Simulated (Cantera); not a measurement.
Oxide etching and cleaning by halides: Al₂O₃ + HCl + H₂

A closed system holds: 1 mol Al₂O₃, 6.7 mol HCl, 11 mol H₂, at 0.790 bar.

These are equilibrium values from Cantera (NASA tables, ideal gas, pure condensed phases), not measurements of a reactor. Candidate condensed phases: Al, AlCl₃, Al₂O₃, H₂O; 29 gas species. Condensed phases not in the tables: AlOCl. Kinetics and transport are ignored.

From 425 °C to 1175 °C the condensed part is Al₂O₃(s). The main Al-bearing gas is AlCl₃ throughout.

```tsv
T (°C)	log p H₂	log p HCl	log p H₂O	log p AlCl₃	n Al₂O₃(s)
425	-0.31	-0.52	-5.38	-5.55	1.000
500	-0.31	-0.52	-4.90	-5.08	1.000
575	-0.31	-0.52	-4.51	-4.69	1.000
650	-0.31	-0.52	-4.19	-4.37	1.000
725	-0.31	-0.52	-3.92	-4.09	0.999
800	-0.31	-0.52	-3.68	-3.86	0.998
875	-0.31	-0.53	-3.48	-3.66	0.998
950	-0.31	-0.53	-3.31	-3.48	0.996
1025	-0.31	-0.53	-3.15	-3.33	0.995
1100	-0.31	-0.53	-3.02	-3.20	0.993
1175	-0.31	-0.53	-2.90	-3.08	0.991
```
log p: log10 of the partial pressure in bar; n: condensed amount in mol.
